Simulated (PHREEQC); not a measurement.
## Copper plating or etch bath: speciation

Dissolve 0.0036 mol/kgw Cu(NO3)2, 0.00066 mol/kgw HBF4 and 0.21 mol/kgw FeCl3 at 25 °C. Closed to the air; pH follows from the charge balance.

Model: ion-association model, phreeqc.dat, run in PHREEQC.

This is a speciation only: nothing precipitates in the calculation.

Problem. Estimate the pH.

Solution. pH 1.85.

Problem. In which forms is Cu present?

Solution. Cu+2 78 %, CuCl+ 21 %, CuCl2 1.6 % of the Cu.

The solution is supersaturated, for example in Hematite (slow to form), Goethite (slow to form), so a real one may precipitate; this is no full list. Real BF4- forms and hydrolyses slowly; the run takes it at equilibrium. Fluoro complexes past AlF4- and FeF3 are missing from the database.
